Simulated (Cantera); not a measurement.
## Ignition delay

Mixture: CH4 : O2 : N2 = 1 : 2.02 : 6.46 (molar parts), equivalence ratio 0.99, at 3.75 atm, adiabatic and at constant volume. Ignition delay is the time to a rise of 400 K.

Detailed kinetics in Cantera: GRI-Mech 3.0 (53 species, 325 reactions).

```tsv
T0 (K)	delay (ms)
1173	15.7
1273	4.26
1373	1.31
1473	0.447
1573	0.170
1673	0.0730
1773	0.0350
1873	0.0185
```

- apparent activation energy between 1673 and 1873 K: 180 kJ/mol
